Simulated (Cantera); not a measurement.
Charge: 1 mol V, 0.033 mol H2O, 45 mol H2, held at 9.20 Pa.

Method: chemical equilibrium by Gibbs-energy minimisation in Cantera with the NASA 1993 tables (ideal gas, pure condensed phases). Candidate condensed phases: H2O, V, VO, V2O3, V2O4, V2O5; 12 gas species. Rates play no part. All values below are at 2523 K.

Base state: H 0.893, H2 0.0950, V 0.0117, VO 0.000300, O 7.60e-5, OH 1.23e-5 (mole fractions); condensed: gas only.

### Question
What changes in the equilibrium state with this change: V replaced by Nb?

### Answer
```
species       before     after
----------  --------  --------
H              0.893     0.902
H2            0.0950    0.0969
Nb                 0  0.000521
V             0.0117         0
NbO                0  0.000399
VO          0.000300         0
O            7.60e-5   1.96e-6
Nb(s), mol         0     0.924
```
Condensed phases not in the tables: N, O or C dissolved in the metal. Further candidate phases: Nb, NbO, NbO2, Nb2O5.

### Question
What changes in the equilibrium state with this change: pressure from 9.20 Pa to 0.170 bar?

### Answer
| species | before | after |
|---|---|---|
| H2 | 0.0950 | 0.929 |
| H | 0.893 | 0.0650 |
| V | 0.0117 | 0.00574 |
| O | 7.60e-5 | 1.37e-7 |
| H2O | 6.16e-6 | 0.000200 |
| V(l), mol | 0 | 0.708 |
Condensed phases not in the tables: N, O or C dissolved in the metal.
